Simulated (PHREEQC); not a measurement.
Make-up at 25 °C: 24 mmol/kgw CaCl2, 8.6 mmol/kgw Na2SO4 and 0.6 mmol/kgw MgSO4. Closed to the air; pH follows from the charge balance.

Equilibrium calculation in PHREEQC: ion-association model, phreeqc.dat.

Problem. The ionic strength comes out as 0.0864 mol/kgw. What activity coefficients do SO4-2, Cl-, Na+, Mg+2, NaSO4- get?

Solution. SO4-2 0.39, Cl- 0.78, Na+ 0.79, Mg+2 0.42, NaSO4- 0.80.

No solid was allowed to form.
